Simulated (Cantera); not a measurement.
Cantera run:

```python
import numpy as np
import cantera as ct

gas_names = """
    B BH BH2 BH3 BO BO2 B2 B2O B2O2 B2O3 B3O3H3 H HBO HBO2 HO2 H2 H2O H2O2 H3B3O6 O OH O2 O3
""".split()
cond_names = """
    B(b) B(L) B2O3(L) B3O3H3(cr) H2O(s) H2O(L)
""".split()


# ... load() reads the species with a 1 bar reference pressure and builds the phases ...
atoms = {
    'B2O3': {'B': 2, 'O': 3},
    'O2': {'O': 2},
    'H2': {'H': 2},
}
top_T = {}  # K; cautious upper limits of use, not melting points


# ... equilibrate(T, P, feed) seeds the gas with the atoms and calls Mixture.equilibrate('TP', solver="vcs", rtol=1e-11, max_steps=5000) ...
results = []
P = 58  # Pa
for T in [848, 948, 1048, 1148, 1248, 1348, 1448, 1548, 1648, 1748, 1848, 1948, 2048]:
    for m in [0.37, 0.65, 1.1, 2, 3.6, 6.3, 11]:
        feed = {'B2O3': 1, 'O2': 0.092, 'H2': m}  # mol
        mix = equilibrate(T, P, feed)
        results.append((T, P, feed, dict(zip(mix.species_names, mix.species_moles))))

for T, P, feed, n in results:
    print(f"{T:7g} {feed['H2']:10.4g}  " + (" + ".join(c for c in cond_names if n.get(c, 0) > 1e-12) or "gas only"))
```

Result:

```
    848       0.37  B2O3(L)
    848       0.65  B2O3(L)
    848        1.1  B2O3(L)
    848          2  B2O3(L)
    848        3.6  B2O3(L)
    848        6.3  B2O3(L)
    848         11  B2O3(L)
    948       0.37  B2O3(L)
    948       0.65  B2O3(L)
    948        1.1  B2O3(L)
    948          2  B2O3(L)
    948        3.6  B2O3(L)
    948        6.3  B2O3(L)
    948         11  B2O3(L)
   1048       0.37  B2O3(L)
   1048       0.65  B2O3(L)
   1048        1.1  B2O3(L)
   1048          2  B2O3(L)
   1048        3.6  B2O3(L)
   1048        6.3  B2O3(L)
   1048         11  B2O3(L)
   1148       0.37  B2O3(L)
   1148       0.65  B2O3(L)
   1148        1.1  B2O3(L)
   1148          2  B2O3(L)
   1148        3.6  B2O3(L)
   1148        6.3  B2O3(L)
   1148         11  B2O3(L)
   1248       0.37  B2O3(L)
   1248       0.65  B2O3(L)
   1248        1.1  B2O3(L)
   1248          2  B2O3(L)
   1248        3.6  B2O3(L)
   1248        6.3  B2O3(L)
   1248         11  B2O3(L)
   1348       0.37  B2O3(L)
   1348       0.65  B2O3(L)
   1348        1.1  B2O3(L)
   1348          2  B2O3(L)
   1348        3.6  B2O3(L)
   1348        6.3  B2O3(L)
   1348         11  B2O3(L)
   1448       0.37  B2O3(L)
   1448       0.65  B2O3(L)
   1448        1.1  B2O3(L)
   1448          2  B2O3(L)
   1448        3.6  B2O3(L)
   1448        6.3  B2O3(L)
   1448         11  B2O3(L)
   1548       0.37  B2O3(L)
   1548       0.65  B2O3(L)
   1548        1.1  B2O3(L)
   1548          2  B2O3(L)
   1548        3.6  B2O3(L)
   1548        6.3  gas only
   1548         11  gas only
   1648       0.37  B2O3(L)
   1648       0.65  gas only
   1648        1.1  gas only
   1648          2  gas only
   1648        3.6  gas only
   1648        6.3  gas only
   1648         11  gas only
   1748       0.37  gas only
   1748       0.65  gas only
   1748        1.1  gas only
   1748          2  gas only
   1748        3.6  gas only
   1748        6.3  gas only
   1748         11  gas only
   1848       0.37  gas only
   1848       0.65  gas only
   1848        1.1  gas only
   1848          2  gas only
   1848        3.6  gas only
   1848        6.3  gas only
   1848         11  gas only
   1948       0.37  gas only
   1948       0.65  gas only
   1948        1.1  gas only
   1948          2  gas only
   1948        3.6  gas only
   1948        6.3  gas only
   1948         11  gas only
   2048       0.37  gas only
   2048       0.65  gas only
   2048        1.1  gas only
   2048          2  gas only
   2048        3.6  gas only
   2048        6.3  gas only
   2048         11  gas only
```

Method: chemical equilibrium by Gibbs-energy minimisation in Cantera with the NASA 1993 tables (ideal gas, pure condensed phases).
